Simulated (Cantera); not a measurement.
Charge: 1 mol BN, 0.57 mol O2, 30 mol H2, equilibrated at 1925 K.

Equilibrium computed with Cantera from the NASA thermochemical tables; the gas is ideal and each condensed phase is pure. Candidate condensed phases: B, BN, B2O3, B3O3H3, H2O; 39 gas species. The tables' values for BH2 are old estimates; treat these amounts as uncertain. Kinetics and transport are ignored.

x: gas mole fraction; n: condensed amount in mol.

```
P (Pa)   x H2       x H    x HBO      x BO    x N2  n BN(s)
------  -----  --------  -------  --------  ------  -------
1       0.703     0.254  0.00380    0.0214  0.0139        0
5.20    0.834     0.121  0.00795    0.0180  0.0150        0
27      0.899         ?        ?         ?  0.0156        0
140     0.929    0.0246   0.0175   0.00725  0.0159        0
720     0.943         ?   0.0204         ?  0.0160        0
3700    0.949   0.00484   0.0219   0.00175  0.0161        0
19000   0.952   0.00214   0.0227  0.000796  0.0161        0
100000  0.955  0.000934   0.0205  0.000313  0.0154   0.0487
```

Q: Complete the blanks.

A: 
- 720, x H: 0.0109
- 720, x BO: 0.00370
- 27, x H: 0.0552
- 27, x HBO: 0.0131
- 27, x BO: 0.0125
